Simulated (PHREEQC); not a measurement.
Ca(OH)2 is added in steps, without added water, to 1 kg of water holding 0.029 mol/kgw HF and 0.0014 mol/kgw (CH3)4NF, at 34 °C. Oxygen alone is held at its pressure in air (log pO2 = -0.68). No CO2 enters from the air. Solids allowed: Fluorite, Portlandite. Others were left out.

Base run: PHREEQC, ion-association model, wateq4f.dat. Each further column changes one thing. The table gives Ca in solution (mol/kgw).

```json
[
 {"Ca(OH)2 added (mol)": "0", "base": "0", "Davies equation for every ion": "0", "Debye-Hückel limiting law": "0", "metal-ligand complexes left out": "0", "all activity coefficients set to 1": "0"},
 {"Ca(OH)2 added (mol)": "0.001417", "base": "2.78e-6", "Davies equation for every ion": "2.78e-6", "Debye-Hückel limiting law": "2.87e-6", "metal-ligand complexes left out": "2.69e-6", "all activity coefficients set to 1": "2.02e-6"},
 {"Ca(OH)2 added (mol)": "0.002833", "base": "2.99e-6", "Davies equation for every ion": "3.00e-6", "Debye-Hückel limiting law": "3.09e-6", "metal-ligand complexes left out": "2.90e-6", "all activity coefficients set to 1": "2.18e-6"},
 {"Ca(OH)2 added (mol)": "0.00425", "base": "3.25e-6", "Davies equation for every ion": "3.26e-6", "Debye-Hückel limiting law": "3.35e-6", "metal-ligand complexes left out": "3.15e-6", "all activity coefficients set to 1": "2.38e-6"},
 {"Ca(OH)2 added (mol)": "0.004958", "base": "3.40e-6", "Davies equation for every ion": "3.41e-6", "Debye-Hückel limiting law": "3.50e-6", "metal-ligand complexes left out": "3.30e-6", "all activity coefficients set to 1": "2.50e-6"},
 {"Ca(OH)2 added (mol)": "0.006375", "base": "3.78e-6", "Davies equation for every ion": "3.78e-6", "Debye-Hückel limiting law": "3.88e-6", "metal-ligand complexes left out": "3.67e-6", "all activity coefficients set to 1": "2.79e-6"},
 {"Ca(OH)2 added (mol)": "0.007792", "base": "4.27e-6", "Davies equation for every ion": "4.28e-6", "Debye-Hückel limiting law": "4.38e-6", "metal-ligand complexes left out": "4.16e-6", "all activity coefficients set to 1": "3.18e-6"},
 {"Ca(OH)2 added (mol)": "0.009208", "base": "4.97e-6", "Davies equation for every ion": "4.97e-6", "Debye-Hückel limiting law": "5.09e-6", "metal-ligand complexes left out": "4.84e-6", "all activity coefficients set to 1": "3.73e-6"},
 {"Ca(OH)2 added (mol)": "0.01063", "base": "6.02e-6", "Davies equation for every ion": "6.02e-6", "Debye-Hückel limiting law": "6.15e-6", "metal-ligand complexes left out": "5.88e-6", "all activity coefficients set to 1": "4.55e-6"},
 {"Ca(OH)2 added (mol)": "0.01204", "base": "7.81e-6", "Davies equation for every ion": "7.82e-6", "Debye-Hückel limiting law": "7.97e-6", "metal-ligand complexes left out": "7.65e-6", "all activity coefficients set to 1": "5.97e-6"},
 {"Ca(OH)2 added (mol)": "0.01275", "base": "9.30e-6", "Davies equation for every ion": "9.32e-6", "Debye-Hückel limiting law": "9.48e-6", "metal-ligand complexes left out": "9.13e-6", "all activity coefficients set to 1": "7.16e-6"},
 {"Ca(OH)2 added (mol)": "0.01417", "base": "1.61e-5", "Davies equation for every ion": "1.61e-5", "Debye-Hückel limiting law": "1.63e-5", "metal-ligand complexes left out": "1.59e-5", "all activity coefficients set to 1": "1.25e-5"},
 {"Ca(OH)2 added (mol)": "0.01558", "base": "0.000531", "Davies equation for every ion": "0.000531", "Debye-Hückel limiting law": "0.000532", "metal-ligand complexes left out": "0.000530", "all activity coefficients set to 1": "0.000509"},
 {"Ca(OH)2 added (mol)": "0.017", "base": "0.00189", "Davies equation for every ion": "0.00189", "Debye-Hückel limiting law": "0.00189", "metal-ligand complexes left out": "0.00188", "all activity coefficients set to 1": "0.00187"}
]
```

(CH3)4N+ isn't in the database: it is added as a free cation with an ion size of 4 Å. wateq4f.dat counts part of the HF as a dimer, H2F2, which phreeqc.dat doesn't know; its constant is uncertain.
